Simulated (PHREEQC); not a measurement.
4.6 g of hydrous ferric oxide (600 m²/g; 0.2 weak and 0.005 strong sites per Fe, Dzombak-Morel constants, diffuse double layer) in 1 kg of water with 0.3 mol/kgw of an inert sodium salt, at 25 °C; the pH is set by adding NaOH or the inert anion's acid. Oxygen is held at 0.21 atm. CO2 from the air is kept out. Nothing may precipitate in this run.

Base run: PHREEQC, ion-association model, wateq4f.dat. Each further column changes one thing. The table gives surface charge σ (C/m²).

| pH | base | background salt from 0.3 to 0.03 mol/kgw | oxide from 4.6 to 23 g/kgw | 0.0023 mol/kgw PbCl2 added |
|---|---|---|---|---|
| 4 | 0.349 | 0.276 | 0.350 | 0.350 |
| 4.5 | 0.319 | 0.217 | 0.321 | 0.322 |
| 5 | 0.270 | 0.161 | 0.272 | 0.280 |
| 6 | 0.154 | 0.075 | 0.156 | 0.179 |
| 6.5 | 0.106 | 0.048 | 0.106 | 0.133 |
| 7 | 0.066 | 0.028 | 0.067 | 0.094 |
| 7.5 | 0.034 | 0.014 | 0.034 | 0.061 |
| 8 | 0.006 | 0.002 | 0.006 | 0.032 |
| 9 | -0.051 | -0.021 | -0.052 | -0.021 |
| 9.5 | -0.087 | -0.038 | -0.088 | -0.050 |
| 10 | -0.132 | -0.062 | -0.133 | -0.084 |
